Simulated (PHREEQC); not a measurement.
Synthetic water in mmol/kgw, 25 °C, pH 5.95, pe 9: Na 0.00126; K 0.000153; Ca 0.00504; Mg 8.84e-05; Cl 0.002; S(6) 0.00171; Alkalinity (meq/kgw) 0.00639; Si 0.000206.

Na is adjusted to close the charge balance.
Valence states are taken as typed.

Equilibrium calculation in PHREEQC: ion-association model, wateq4f.dat.

Each row changes one thing in this solution. This is a speciation only: nothing precipitates in the calculation.

```csv
case,CO2 (mol/kgw),HCO3- (mol/kgw),CO3-2 (mol/kgw),HSO4- (mol/kgw),H3SiO4- (mol/kgw),SI of Quartz (SiO2)
as made,1.88e-5,7.51e-6,3.19e-10,1.84e-10,2.72e-11,-2.71
pH from 5.95 to 5.65 at the same alkalinity,4.32e-5,8.64e-6,1.84e-10,3.66e-10,1.36e-11,-2.71
Ca from 0.00504 to 0.00252 mmol/kgw,…,7.51e-6,3.18e-10,1.84e-10,2.72e-11,-2.71
temperature from 25 to 85 °C at the same typed pH,1.84e-5,7.25e-6,4.89e-10,8.66e-10,1.17e-10,-3.44
all concentrations times 4 at the same typed pH,6.67e-5,2.67e-5,1.15e-9,7.21e-10,1.09e-10,…
```

Fill in the missing entries.


- Ca from 0.00504 to 0.00252 mmol/kgw, CO2 (mol/kgw): 1.89e-5
- all concentrations times 4 at the same typed pH, SI of Quartz (SiO2): -2.10

Away from 25 °C the constants follow the database's enthalpies or fits; those with neither stay at their 25 °C values.
